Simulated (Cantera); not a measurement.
Cantera run:

```python
import numpy as np
import cantera as ct

gas_names = """
    H HO2 H2 H2O H2O2 H2S H2SO4 O OH O2 O3 S SH SO SO2 SO3 S2 S2O S8
""".split()
cond_names = """
    H2O(s) H2O(L) H2SO4(L) S(cr1) S(cr2) S(L)
""".split()


def load(file, names, dense=False):
    # The tables refer to 1 bar. Condensed volumes are neglected.
    table = {s.name: s for s in ct.Species.list_from_file(file)}
    out = []
    for n in names:
        d = dict(table[n].input_data)
        d["thermo"] = dict(d["thermo"], **{"reference-pressure": 1e5})
        if dense:
            d["equation-of-state"] = {"model": "constant-volume", "density": "1e6 g/cm^3"}
        out.append(ct.Species.from_dict(d))
    return out


gas = ct.Solution(thermo="ideal-gas", species=load("nasa_gas.yaml", gas_names))
cond = {s.name: ct.Solution(thermo="fixed-stoichiometry", species=[s], name=s.name)
        for s in load("nasa_condensed.yaml", cond_names, dense=True)}
atoms = {
    'SO2': {'S': 1, 'O': 2},
    'O2': {'O': 2},
    'H2': {'H': 2},
}
top_T = {}  # K; cautious upper limits of use, not melting points


def equilibrate(T, P, feed):
    n = {}
    for name, mol in feed.items():
        for a, k in atoms[name].items():
            n[a] = n.get(a, 0.0) + k * mol
    gas.TPX = T, P, n
    mass = sum(n.values()) * gas.mean_molecular_weight
    gas.equilibrate("TP")
    valid = [c for c in cond.values() if c.min_temp <= T <= top_T.get(c.name, c.max_temp)]
    mix = ct.Mixture([(gas, mass / gas.mean_molecular_weight)] + [(c, 0.0) for c in valid])
    mix.T, mix.P = T, P
    mix.equilibrate("TP", solver="vcs", rtol=1e-11, max_steps=5000)
    return mix


results = []
feed = {'SO2': 1, 'O2': 0.019, 'H2': 0.21}  # mol
T = 3075  # K
P = 1000  # Pa
mix = equilibrate(T, P, feed)
results.append((T, P, feed, dict(zip(mix.species_names, mix.species_moles))))
print(gas.report(threshold=0.0001))
for i in range(1, mix.n_phases):
    print(f"{mix.phase(i).name:16s} {mix.phase_moles(i):12.5e} mol")
```

Output:

```
       temperature   3075 K
          pressure   1000 Pa
           density   0.001047 kg/m^3
  mean mol. weight   26.768 kg/kmol
   phase of matter   gas

                          1 kg             1 kmol
                     ---------------   ---------------
          enthalpy         8.238e+06        2.2052e+08  J
   internal energy        7.2829e+06        1.9495e+08  J
           entropy             10945        2.9297e+05  J/K
    Gibbs function       -2.5417e+07       -6.8036e+08  J
 heat capacity c_p              1093             29259  J/K
 heat capacity c_v            782.44             20945  J/K

                      mass frac. Y      mole frac. X     chem. pot. / RT
                     ---------------   ---------------   ---------------
                 H         0.0051567           0.13694            -15.44
                H2        0.00036134         0.0047978            -30.88
               H2O          0.001407         0.0020906           -49.761
                 O            0.2173           0.36357           -18.881
                OH          0.013322          0.020969           -34.321
                O2          0.074608          0.062414           -37.761
                 S           0.16822           0.14046           -19.743
                SH         0.0012803         0.0010364           -35.183
                SO           0.36754           0.20471           -38.624
               SO2           0.14589          0.060965           -57.504
                S2         0.0048126         0.0020091           -39.486
     [   +8 minor]         9.812e-05        3.4402e-05

S(L)              0.00000e+00 mol
```

Cantera equilibrium calculation (NASA polynomials, part measured and part estimated; ideal gas, pure solids and liquids).
